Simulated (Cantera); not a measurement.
A Cantera script and its output.

```python
import numpy as np
import cantera as ct

surf = ct.Interface("ptcombust.yaml", "Pt_surf")
gas = surf.adjacent["gas"]
gas.TPX = 300, 9400, {'CH4': 0.069, 'O2': 0.081, 'N2': 0.79}
jet = ct.ImpingingJet(gas=gas, width=0.028, surface=surf)
jet.inlet.mdot, jet.inlet.T, jet.inlet.X = 0.022, 300, {'CH4': 0.069, 'O2': 0.081, 'N2': 0.79}
jet.set_refine_criteria(ratio=10, slope=0.2, curve=0.3)
show, cover = ['CH4', 'O2', 'H2O', 'OH', 'CO', 'CO2'], ["PT(S)", "H(S)", "O(S)", "OH(S)", "CO(S)", "C(S)"]

rows = []
print(f"{'Ts/K':>7s}" + "".join(f"{s:>11s}" for s in show + cover) + "   (gas at the wall, coverages)")
for i, Ts in enumerate([900, 950, 1000, 1050, 1100]):
    jet.surface.T = Ts
    if i == 0:
        surf.TP = Ts, 9400
        surf.coverages = "PT(S):0.5, O(S):0.5"
        surf.advance_coverages(1.0)
        jet.set_initial_guess(products="inlet")
    jet.solve(loglevel=0, auto=(i == 0))
    rows.append([*(jet.X[gas.species_index(s), -1] for s in show), *surf[cover].coverages])
    print(f"{Ts:7g}" + "".join(f"{x:11.3e}" for x in rows[-1]))
```

Result:

```
   Ts/K        CH4         O2        H2O         OH         CO        CO2      PT(S)       H(S)       O(S)      OH(S)      CO(S)       C(S)   (gas at the wall, coverages)
    900  2.150e-02  7.096e-03  8.918e-02  1.926e-11  5.391e-02  1.205e-04  3.628e-01  1.239e-03  2.851e-07  1.368e-06  2.256e-01  4.103e-01
    950  1.540e-02  5.097e-03  8.658e-02  5.437e-11  6.011e-02  1.275e-04  4.476e-01  1.977e-03  2.144e-07  1.191e-06  1.540e-01  3.965e-01
   1000  7.771e-03  2.676e-03  8.309e-02  1.914e-10  6.760e-02  3.995e-04  6.463e-01  2.608e-03  3.401e-07  1.729e-06  1.589e-01  1.922e-01
   1050  4.891e-03  1.789e-03  8.094e-02  7.492e-10  6.962e-02  1.445e-03  8.176e-01  2.617e-03  8.707e-07  2.761e-06  1.245e-01  5.530e-02
   1100  4.063e-03  1.550e-03  7.889e-02  2.609e-09  6.869e-02  3.505e-03  9.037e-01  2.374e-03  2.015e-06  3.803e-06  7.629e-02  1.763e-02
```

Cantera simulation using Deutschmann's 1995 Pt surface mechanism with GRI-Mech 3.0 gas chemistry; the numbers are that mechanism's predictions, not measurements. Catalytic surfaces can have several steady states; this one follows from the mechanism file's or the stated starting coverage.
